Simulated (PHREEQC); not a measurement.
FeCl3 is added in steps, without added water, to 1 kg of water holding 0.017 mol/kgw CuSO4, 0.043 mol/kgw CuCl2 and 0.17 mol/kgw H2SO4, at 25 °C. Oxygen alone is held at its pressure in air (log pO2 = -0.68). CO2 from the air is kept out. Only these solids could form: Fe(OH)3(a), Cu(OH)2, Brochantite, Antlerite, Atacamite, Chalcanthite.

Base run: PHREEQC, ion-association model, wateq4f.dat. Each further column changes one thing. The table gives pH.

```tsv
FeCl3 added (mol)	base	Davies equation for every ion	Debye-Hückel limiting law	all activity coefficients set to 1
0	0.82	0.84	0.96	0.71
0.01188	0.81	0.84	0.98	0.70
0.03562	0.80	0.82	1.00	0.68
0.0475	0.80	0.82	1.02	0.67
0.05937	0.79	0.81	1.03	0.66
0.08313	0.79	0.80	?	0.65
0.095	0.78	0.80	1.07	0.65
0.1069	0.78	0.79	1.08	0.64
0.1306	0.78	0.79	1.11	0.64
0.1425	0.78	0.78	?	0.64
0.1544	0.77	0.78	?	0.63
0.1781	0.77	0.77	1.16	0.63
0.19	0.77	0.77	?	0.63
```

Question: Complete the blanks.

Answer: 
- 0.08313, Debye-Hückel limiting law: 1.05
- 0.1425, Debye-Hückel limiting law: 1.12
- 0.1544, Debye-Hückel limiting law: 1.13
- 0.19, Debye-Hückel limiting law: 1.17

The ionic strength passes 0.7 mol/kgw, the rough limit of the ion-association models, in part of: base; Davies equation for every ion; Debye-Hückel limiting law.
